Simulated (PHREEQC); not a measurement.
**Acid rinse or clean (model solution)**

Solution (25 °C): 0.071 mol H2SO4 and 0.0037 mol NaCl per kg of water. Closed to the air; pH follows from the charge balance.

Model: ion-association model, phreeqc.dat, run in PHREEQC.

No solid was allowed to form.

Question: What pH does the model give?

Answer: pH 1.14.

Question: In which forms is Na present?

Answer: Na+ 97 %, NaSO4- 2.9 % of the Na.
